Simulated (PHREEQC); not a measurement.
NaOH is added in steps, without added water, to 1 kg of water holding 0.0012 mol/kgw HCl, 0.014 mol/kgw NiSO4 and 3.6e-05 mol/kgw MnSO4, at 25 °C. The system is closed to oxygen. CO2 from the air is kept out. The run lets Pyrochroite, Ni(OH)2, Ni4(OH)6SO4, Halite, Mirabilite, Morenosite precipitate or redissolve, and no other solid.

Base run: PHREEQC, ion-association model, wateq4f.dat. Each further column changes one thing. The table gives pH.

```
NaOH added (mol)   base  0.00064 mol/kgw NaOH added  HCl from 0.0012 to 0.0006 mol/kgw  NiSO4 replaced by CdSO4 at the same molality  no solid may form
----------------  -----  --------------------------  ---------------------------------  --------------------------------------------  -----------------
0                  3.15                        3.48                               3.45                                          3.13               3.15
0.0055             6.60                        6.61                               6.61                                          8.06               9.30
0.011              6.67                        6.67                               6.67                                          8.13               9.58
0.01375            6.70                        6.71                               6.71                                          8.17               9.67
0.01925            6.80                        6.82                               6.82                                          8.27               9.86
0.02475            6.98                        7.02                               7.02                                          8.46              10.06
0.03025           10.91                       11.12                              11.11                                         10.91              10.36
0.033             11.48                       11.55                              11.55                                         11.48              10.57
0.0385            11.87                       11.90                              11.90                                         11.87              11.05
0.044             12.07                       12.09                              12.09                                         12.07              11.48
```

The database's Ni(OH)2 is the aged solid; a fresh precipitate is more soluble.  In at least one series the solution becomes supersaturated in solids that the run did not let form, among them Pyrochroite, Ni(OH)2, Ni4(OH)6SO4. Solids allowed in the column 'NiSO4 replaced by CdSO4 at the same molality': Pyrochroite, Cd(OH)2, CdOHCl, Halite, Mirabilite.
